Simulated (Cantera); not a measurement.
Charge: 1 mol PH3, 8.8 mol H2, a varied amount of O2, at 2498.15 K and 0.300 bar.

Method: chemical equilibrium by Gibbs-energy minimisation in Cantera with the NASA 1993 tables (ideal gas, pure condensed phases). Candidate condensed phases: H2O, P, P4O10; 17 gas species. Gases not in the tables: HPO2, HPO3 and P4O6. Equilibrium is a limit: real reactors are often held back by kinetics, nucleation or transport.

Task: At 3 mol O2, list the 6 most abundant gas species with their mole fractions, and the condensed phases.

Result: H2 0.485, H2O 0.391, PO 0.0483, PO2 0.0381, H 0.0317, OH 0.00528. Condensed: gas only.
